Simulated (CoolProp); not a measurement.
The fluid at 298.15 K and 4.13 MPa flows at 16 m/s in a round tube of 2 mm bore and 1.5 µm roughness, fully developed (64/Re and Nu = 3.66 if laminar; Colebrook and Gnielinski if turbulent). The same conditions are run with several fluids, on thermodynamics alone (safety and materials aside).

Model: reference Helmholtz-energy equation of state of each fluid (CH2F2 (R32): Tillner-Roth 1997; R236EA: Rui 2013; propylene: Lemmon 2013; isobutane: Bücker 2006; R11: Jacobsen 1992), in CoolProp.

```json
[
 {"fluid": "CH2F2 (R32)", "Reynolds number": "___", "Darcy friction factor": "___", "pressure drop (Pa/m)": "___", "heat-transfer coefficient (W/(m² K))": "57900", "mass flow (kg/h)": "177"},
 {"fluid": "R236EA", "Reynolds number": "___", "Darcy friction factor": "0.0210", "pressure drop (Pa/m)": "___", "heat-transfer coefficient (W/(m² K))": "29200", "mass flow (kg/h)": "261"},
 {"fluid": "propylene", "Reynolds number": "165000", "Darcy friction factor": "___", "pressure drop (Pa/m)": "670000", "heat-transfer coefficient (W/(m² K))": "36700", "mass flow (kg/h)": "93.3"},
 {"fluid": "isobutane", "Reynolds number": "111000", "Darcy friction factor": "0.0211", "pressure drop (Pa/m)": "752000", "heat-transfer coefficient (W/(m² K))": "27300", "mass flow (kg/h)": "101"},
 {"fluid": "R11", "Reynolds number": "105000", "Darcy friction factor": "___", "pressure drop (Pa/m)": "2020000", "heat-transfer coefficient (W/(m² K))": "25700", "mass flow (kg/h)": "269"}
]
```

**Question.** Fill in the missing entries.

**Answer.** 
- CH2F2 (R32), Reynolds number: 267000
- CH2F2 (R32), Darcy friction factor: 0.0196
- CH2F2 (R32), pressure drop (Pa/m): 1230000
- R236EA, Reynolds number: 112000
- R236EA, pressure drop (Pa/m): 1940000
- propylene, Darcy friction factor: 0.0203
- R11, Darcy friction factor: 0.0212

Transport values come from each fluid's own correlations; those of CH2F2 (R32), R236EA, propylene, R11 are estimates that may be off by 10 % or more.
